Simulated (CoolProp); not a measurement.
Vapour-liquid equilibrium of methanol (1) + toluene (2) at 368 K; x and y are mole fractions of (1).

The numbers come from the multi-fluid Helmholtz-energy mixture model, de Reuck 1993 and Lemmon 2006; pair parameters Bell 2016 in CoolProp.

```csv
x,bubble pressure (kPa),y at the bubble point,dew pressure at overall composition x (kPa),liquid density (mol/L)
0.05,136.5,[?],66.94,8.887
0.15,213.6,0.712,75.35,9.459
0.25,244.8,0.755,85.37,[?]
0.35,[?],0.772,[?],10.91
0.45,264.7,0.783,115.6,11.84
0.55,270.7,0.794,140.4,12.97
0.65,277.6,0.812,178.4,14.34
0.75,285.4,[?],[?],16.02
0.85,293.0,0.888,287.1,18.11
0.95,298.6,0.956,214.2,20.77
```

**Question.** What belongs in the gaps?

**Answer.** 
- 0.05, y at the bubble point: 0.537
- 0.25, liquid density (mol/L): 10.13
- 0.35, bubble pressure (kPa): 257.8
- 0.35, dew pressure at overall composition x (kPa): 98.21
- 0.75, y at the bubble point: 0.841
- 0.75, dew pressure at overall composition x (kPa): 240.8

No azeotrope shows between x = 0.05 and 0.95.

Pair parameters are fitted to limited data, so mixtures are less certain than the pure fluids. With so large a gap from Raoult's law the liquid may split in two, which this calculation doesn't test in full.
